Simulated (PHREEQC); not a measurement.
Dissolve 0.12 mol K2HPO4 per kg of water at 25 °C. Closed to the air; pH follows from the charge balance.

Computed with PHREEQC (ion-association model, phreeqc.dat).

Each row changes one thing in this solution. Precipitation was switched off in this run.

| case | pH | ionic strength (mol/kgw) | HPO4-2 (mol/kgw) | H2PO4- (mol/kgw) | PO4-3 (mol/kgw) |
|---|---|---|---|---|---|
| as made | 9.09 | 0.338 | 0.108 | 0.000495 | 0.000476 |
| K2HPO4 replaced by Na3PO4 at the same molality | 12.05 | 0.679 | 0.0160 | … | 0.102 |
| diluted 2-fold with water | 9.20 | 0.173 | 0.0558 | 0.000236 | 0.000214 |
| K2HPO4 from 0.12 to 0.18 mol/kgw | 9.01 | 0.499 | 0.158 | 0.000770 | 0.000754 |
| K2HPO4 from 0.12 to 0.06 mol/kgw | 9.20 | 0.173 | 0.0558 | 0.000236 | 0.000214 |
| K2HPO4 from 0.12 to 0.24 mol/kgw | 8.96 | 0.656 | … | 0.00105 | 0.00104 |
| 0.022 mol/kgw H3PO4 added | 7.06 | 0.319 | … | 0.0440 | 3.53e-6 |
| temperature from 25 to 30 °C | … | 0.338 | 0.108 | 0.000518 | 0.000493 |

### Question
Fill in the missing entries.

### Answer

- K2HPO4 replaced by Na3PO4 at the same molality, H2PO4- (mol/kgw): 6.65e-8
- K2HPO4 from 0.12 to 0.24 mol/kgw, HPO4-2 (mol/kgw): 0.205
- 0.022 mol/kgw H3PO4 added, HPO4-2 (mol/kgw): 0.0885
- temperature from 25 to 30 °C, pH: 9.05
